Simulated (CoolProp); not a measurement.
Oxygen at several states: density (kg/m³) from the reference equation and from simpler models built on Tc = 154.6 K, pc = 5046 kPa, ω = 0.022; each cubic takes its own stable root.

Model: reference Helmholtz-energy equation of state, Schmidt 1985, in CoolProp. Above 300 K oxygen's equation is extrapolated.

| T (K) | p (kPa) | phase | reference |
|---|---|---|---|
| 926.2 | 1020 | gas | 4.227 |
| 788.5 | 139 | gas | 0.6782 |
| 547.8 | 13100 | supercritical | 88.99 |
| 189.4 | 14300 | supercritical | 518.9 |

How far does each simpler model (ideal gas, Soave-Redlich-Kwong, Peng-Robinson) lie from the reference over these 4 states: mean and median of the absolute difference, and the worst?


- ideal gas: mean 11.9 %, median 1.8 %, worst -44.0 % at 189.4 K and 14300 kPa
- Soave-Redlich-Kwong: mean 1.9 %, median 0.3 %, worst -6.8 % at 189.4 K and 14300 kPa
- Peng-Robinson: mean 0.3 %, median 0.2 %, worst +0.9 % at 547.8 K and 13100 kPa
